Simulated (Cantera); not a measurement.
Low-pressure radical oxidation in H2/O2

An isothermal, constant-pressure homogeneous reactor starts with 0.233 % H2, 41.6 % O2, 58.2 % N2, at 1175 K and 12.8 Torr.

Cantera simulation using the H2/O2 subset of GRI-Mech 3.0, which has no nitrogen chemistry; the numbers are that mechanism's predictions, not measurements. Radical loss at walls, strong at low pressure, is not modelled.

| t (s) | x H2 | x O2 | x H | x H2O | x OH |
|---|---|---|---|---|---|
| 4.00e-6 | 0.00233 | 0.416 | 2.73e-12 | <1e-12 | <1e-12 |
| 1.26e-5 | 0.00233 | 0.416 | 8.24e-12 | <1e-12 | <1e-12 |
| 4.00e-5 | 0.00233 | 0.416 | 2.25e-11 | <1e-12 | 5.44e-12 |
| 0.000126 | 0.00233 | 0.416 | 4.83e-11 | 1.66e-12 | 4.07e-11 |
| 0.000400 | 0.00233 | 0.416 | 7.62e-11 | 3.15e-11 | 2.18e-10 |
| 0.00126 | 0.00233 | 0.416 | 1.50e-10 | 4.66e-10 | 9.87e-10 |
| 0.00400 | 0.00233 | 0.416 | 8.10e-10 | 8.91e-9 | 7.70e-9 |
| 0.0126 | 0.00233 | 0.416 | 1.01e-7 | 1.60e-6 | 1.02e-6 |
| 0.0400 | 3.64e-5 | 0.414 | 8.05e-5 | 0.00213 | 0.000238 |
| 0.126 | 4.72e-6 | 0.414 | 4.30e-5 | 0.00223 | 0.000153 |
| 0.400 | 2.68e-6 | 0.414 | 1.83e-5 | 0.00226 | 0.000116 |
| 1.26 | 8.37e-7 | 0.415 | 3.18e-6 | 0.00230 | 6.50e-5 |
| 4.00 | 1.49e-7 | 0.415 | 2.43e-7 | 0.00232 | 2.77e-5 |
| 12.6 | 2.15e-8 | 0.415 | 1.36e-8 | 0.00233 | 1.06e-5 |
| 40.0 | 3.46e-9 | 0.415 | 8.94e-10 | 0.00233 | 4.29e-6 |
x: mole fraction; the columns are a selection and need not sum to one.

Equilibrium at this temperature and pressure: H2 2.09e-10, O2 0.415, H 1.37e-11, H2O 0.00233, OH 1.06e-6 (gas phase only).
